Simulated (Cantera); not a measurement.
Input: 1 mol MgO, a varied amount of NF3, 23 mol HF, held at 1302 °C and 1000 Pa.

Cantera equilibrium calculation (NASA polynomials, part measured and part estimated; ideal gas, pure solids and liquids). Candidate condensed phases: H2O, Mg, MgF2, MgO, Mg(OH)2; 50 gas species. Kinetics and transport are ignored.

x: gas mole fraction; n: condensed amount in mol.

```tsv
n(NF3) (mol)	x HF	x F	x N2	x MgF2	x O2	n MgF2(l)
1.8	0.811	0.120	0.0317	0.0202	0.0176	0.426
3.4	0.675	0.240	0.0498	0.0202	0.0146	0.311
5	0.578	0.326	0.0628	0.0202	0.0125	0.195
6.6	0.505	0.391	0.0724	0.0202	0.0109	0.0794
8.2	?	?	0.0800	0.0195	?	0
9.8	0.405	0.482	0.0862	0.0176	0.00874	0
11	0.377	0.508	0.0901	0.0164	0.00813	0
13	0.338	0.544	0.0956	0.0147	0.00729	0
15	0.307	0.573	0.1000	0.0133	0.00661	0
16	0.293	0.586	0.102	0.0127	0.00631	0
18	0.269	0.608	0.105	0.0117	0.00579	0
```

### Question
Complete the blanks.

### Answer

- 8.2, x HF: 0.449
- 8.2, x F: 0.441
- 8.2, x O2: 0.00970
